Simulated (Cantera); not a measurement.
**Oxide etching and cleaning by halides: CaO + Cl2 + O2**

Input: 1 mol CaO, 4.7 mol Cl2, 0.84 mol O2, at 330 Torr.

Method: chemical equilibrium by Gibbs-energy minimisation in Cantera with the NASA 1993 tables (ideal gas, pure condensed phases). Candidate condensed phases: Ca, CaCl2, CaO; 11 gas species. Condensed phases not in the tables: oxide chlorides. Kinetics and transport are ignored.

From 1173 K to 1623 K the condensed part is CaCl2(l). The main Ca-bearing gas is CaCl2 throughout.

```
T (K)  x Cl2   x O2     x Cl   x CaCl2     x ClO  n CaCl2(l)
-----  -----  -----  -------  --------  --------  ----------
1173   0.730  0.265  0.00456   8.39e-6   6.47e-5       1.000
1223   0.727  0.265  0.00769   2.67e-5   9.89e-5       1.000
1273   0.723  0.264   0.0124   7.69e-5  0.000146       1.000
1323   0.717  0.263   0.0194  0.000203  0.000209       0.999
1373   0.708  0.262   0.0292  0.000496  0.000290       0.997
1423   0.696  0.260   0.0426   0.00113  0.000392       0.994
1473   0.680  0.257   0.0603   0.00243  0.000517       0.987
1523   0.658  0.253   0.0832   0.00493  0.000663       0.974
1573   0.630  0.248    0.112   0.00951  0.000830       0.949
1623   0.594  0.241    0.146    0.0175   0.00101       0.903
```
x: gas mole fraction; n: condensed amount in mol.
